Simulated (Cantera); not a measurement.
Feed: 1 mol V2O3, 38 mol H2, at 1277 °C and 1.33 mbar.

Method: chemical equilibrium by Gibbs-energy minimisation in Cantera with the NASA 1993 tables (ideal gas, pure condensed phases). Candidate condensed phases: H2O, V, VO, V2O3, V2O4, V2O5; 12 gas species. Mutual solubility and eutectic melting of coexisting phases are not modelled. VO: taken at fixed stoichiometry. Condensed phases not in the tables: the oxides between V2O3 and V2O5 other than VO2. Kinetics and transport are ignored.

Base state: H2 0.994, H2O 0.00475, H 0.000860 (mole fractions); condensed: VO(s) + V2O3(s).

**Question.** What changes in the equilibrium state with this change: 0.71 mol O2 added?

**Answer.** 
```
species         before     after
------------  --------  --------
H2               0.994     0.962
H2O            0.00475    0.0373
H             0.000860  0.000846
VO(s), mol       0.361         0
V2O3(s), mol     0.819     1.000
```

**Question.** What changes in the equilibrium state with this change: temperature from 1277 °C to 602 °C?

**Answer.** 
```tsv
species	before	after
H2	0.994	1.000
H2O	0.00475	8.85e-6
H	0.000860	1.37e-9
VO(s), mol	0.361	0.000673
V2O3(s), mol	0.819	1.000
```

**Question.** What changes in the equilibrium state with this change: pressure from 1.33 mbar to 19.0 Pa?

**Answer.** 
| species | before | after |
|---|---|---|
| H2 | 0.994 | 0.993 |
| H2O | 0.00475 | 0.00474 |
| H | 0.000860 | 0.00228 |
| VO(s), mol | 0.361 | 0.361 |
| V2O3(s), mol | 0.819 | 0.819 |
